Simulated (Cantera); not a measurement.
A perfectly stirred reactor is fed with 0.974 % CO, 0.925 % O2, 0.682 % H2O, 97.4 % N2, at 6300 Torr; it is held at 1473 K, and followed from long to short residence time.

Detailed kinetics in Cantera: GRI-Mech 3.0 (53 species, 325 reactions).

**Question.** Predict: x(CO) at τ = 0.310 s; x(O2) at τ = 0.310 s; x(H2O) at τ = 0.310 s; x(O) at τ = 0.310 s; x(N2O) at τ = 0.310 s; x(CO) at τ = 11.0 ms; x(O2) at τ = 11.0 ms; x(H2O) at τ = 11.0 ms; x(O) at τ = 11.0 ms; x(N2O) at τ = 11.0 ms.

**Answer.** 
```
Item                      Value
---------------------  --------
x(CO) at τ = 0.310 s    7.05e-5
x(O2) at τ = 0.310 s    0.00443
x(H2O) at τ = 0.310 s   0.00684
x(O) at τ = 0.310 s     2.40e-6
x(N2O) at τ = 0.310 s   1.08e-6
x(CO) at τ = 11.0 ms   0.000715
x(O2) at τ = 11.0 ms    0.00475
x(H2O) at τ = 11.0 ms   0.00680
x(O) at τ = 11.0 ms     1.93e-5
x(N2O) at τ = 11.0 ms   2.44e-6
```
